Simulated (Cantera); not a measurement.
Charge: 1 mol Hg, 0.22 mol O₂, 0.78 mol N₂, held at 1548 K and 0.100 bar.

Method: chemical equilibrium by Gibbs-energy minimisation in Cantera with the NASA 1993 tables (ideal gas, pure condensed phases). Candidate condensed phases: Hg, HgO; 10 gas species. The numbers say what is thermodynamically allowed, not how fast it happens.

What is the equilibrium state?


- x(Hg) = 0.500
- x(N₂) = 0.390
- x(O₂) = 0.110
- x(NO) = 0.000780
- x(O) = 7.99e-6
- gas amount = 2.000 mol
- log10 activity of Hg(l) (absent) = -4.10
